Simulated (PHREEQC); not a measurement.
Consider water at 25 °C with 0.18 mol ZnSO4 and 9.5e-05 mol MgSO4 per kg of water. Closed to the air; pH follows from the charge balance.

Model: ion-association model, phreeqc.dat, run in PHREEQC.

No solid was allowed to form.

Task: What pH does the model give?

Result: pH 5.50.

Task: In which forms is S present?

Result: ZnSO4 36 %, SO4-2 33 %, Zn(SO4)2-2 31 % of the S.
